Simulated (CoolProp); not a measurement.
Properties of sulfur hexafluoride along the isotherm 512.3 K (Tc = 318.7 K, pc = 3.755 MPa, ω = 0.210).

Computed with CoolProp (reference Helmholtz-energy equation of state, Guder 2009).

```json
[
 {"p (MPa)": "0.0297", "phase": "gas", "density (kg/m³)": "1.019", "isothermal compressibility (1/MPa)": "33.68", "expansivity (1/kK)": "1.956", "viscosity (µPa s)": "24.3", "conductivity (mW/(m K))": "28.4"},
 {"p (MPa)": "0.061", "phase": "gas", "density (kg/m³)": "2.094", "isothermal compressibility (1/MPa)": "16.41", "expansivity (1/kK)": "1.960", "viscosity (µPa s)": "24.3", "conductivity (mW/(m K))": "28.4"},
 {"p (MPa)": "0.125", "phase": "gas", "density (kg/m³)": "4.294", "isothermal compressibility (1/MPa)": "8.015", "expansivity (1/kK)": "1.969", "viscosity (µPa s)": "24.3", "conductivity (mW/(m K))": "28.5"},
 {"p (MPa)": "0.257", "phase": "gas", "density (kg/m³)": "8.845", "isothermal compressibility (1/MPa)": "3.906", "expansivity (1/kK)": "1.987", "viscosity (µPa s)": "24.3", "conductivity (mW/(m K))": "28.7"},
 {"p (MPa)": "0.528", "phase": "gas", "density (kg/m³)": "18.24", "isothermal compressibility (1/MPa)": "1.908", "expansivity (1/kK)": "2.025", "viscosity (µPa s)": "24.4", "conductivity (mW/(m K))": "29.0"},
 {"p (MPa)": "1.08", "phase": "gas", "density (kg/m³)": "37.61", "isothermal compressibility (1/MPa)": "0.9400", "expansivity (1/kK)": "2.104", "viscosity (µPa s)": "24.6", "conductivity (mW/(m K))": "29.7"},
 {"p (MPa)": "2.23", "phase": "gas", "density (kg/m³)": "78.90", "isothermal compressibility (1/MPa)": "0.4618", "expansivity (1/kK)": "2.272", "viscosity (µPa s)": "25.1", "conductivity (mW/(m K))": "30.9"},
 {"p (MPa)": "4.57", "phase": "supercritical", "density (kg/m³)": "166.4", "isothermal compressibility (1/MPa)": "0.2301", "expansivity (1/kK)": "2.624", "viscosity (µPa s)": "26.6", "conductivity (mW/(m K))": "33.0"},
 {"p (MPa)": "9.39", "phase": "supercritical", "density (kg/m³)": "355.5", "isothermal compressibility (1/MPa)": "0.1108", "expansivity (1/kK)": "3.245", "viscosity (µPa s)": "31.5", "conductivity (mW/(m K))": "37.2"}
]
```

Viscosity comes from a separate model (Quiñones-Cisneros 2012). Thermal conductivity comes from a separate model (Assael 2012).
